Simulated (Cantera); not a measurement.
Mixture: C₃H₈ : O₂ : N₂ = 1 : 12.2 : 54.9 (molar parts), equivalence ratio 0.41, at 405 Torr, adiabatic and at constant pressure. Ignition delay is the time to a rise of 400 K.

Cantera simulation using GRI-Mech 3.0 (53 species, 325 reactions); the numbers are that mechanism's predictions, not measurements. GRI-Mech 3.0 was tuned for natural gas; its chemistry of propane as a main component is partial and can be far from experiment. Where the delays flatten at high temperature, the 400 K rule measures the pace of heat release, not the induction time.

Question: What does this change do: O2 12.2 to 16 parts?

Answer: 
| quantity | before | after |
|---|---|---|
| delay at 1125 K | 41.3 ms | 33.2 ms |
| delay at 1225 K | 4.79 ms | 3.93 ms |
| delay at 1325 K | 0.867 ms | 0.742 ms |
| delay at 1425 K | 0.271 ms | 0.254 ms |
| delay at 1525 K | 0.152 ms | 0.155 ms |

Question: What does this change do: pressure from 405 Torr to 10500 Torr?

Answer: 
```
quantity           before     after
---------------  --------  --------
delay at 1125 K   41.3 ms   4.68 ms
delay at 1225 K   4.79 ms  0.831 ms
delay at 1325 K  0.867 ms  0.171 ms
delay at 1425 K  0.271 ms   44.2 µs
delay at 1525 K  0.152 ms   14.8 µs
```
The pressure lies above the range GRI-Mech 3.0 was tuned for (to about 10 atm).
